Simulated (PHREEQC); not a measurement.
A solution holds 170 mmol/kgw NaHSO4, 10 mmol/kgw Na2HPO4 and 92 mmol/kgw NaCl, at 20 °C. Closed to the air; pH follows from the charge balance.

The numbers come from PHREEQC with the ion-association model, phreeqc.dat.

Each row changes one thing in this solution. No solid was allowed to form.

| case | pH | ionic strength (mol/kgw) | Na+ (mol/kgw) | HSO4- (mol/kgw) | SO4-2 (mol/kgw) | NaSO4- (mol/kgw) | SI of Halite (NaCl) |
|---|---|---|---|---|---|---|---|
| as made | 1.30 | 0.391 | 0.263 | 0.0872 | 0.0638 | 0.0191 | -3.50 |
| NaHSO4 replaced by Na2SO4 at the same molality | 8.98 | 0.530 | 0.401 | 3.03e-9 | 0.120 | 0.0495 | -3.33 |
| diluted 10-fold with water | 2.05 | 0.0493 | 0.0275 | 0.00501 | 0.0113 | 0.000700 | -5.33 |
| 0.025 mol/kgw H2SO4 added | 1.17 | 0.414 | 0.264 | 0.114 | 0.0629 | 0.0185 | -3.50 |
| diluted 100-fold with water | 2.87 | 0.00579 | 0.00281 | 0.000143 | 0.00154 | 1.53e-5 | -7.22 |
| 0.065 mol/kgw NaOH added | 1.60 | 0.435 | 0.318 | 0.0556 | 0.0849 | 0.0295 | -3.42 |
| Na2HPO4 left out | 1.23 | 0.380 | 0.245 | 0.0947 | 0.0587 | 0.0165 | -3.53 |
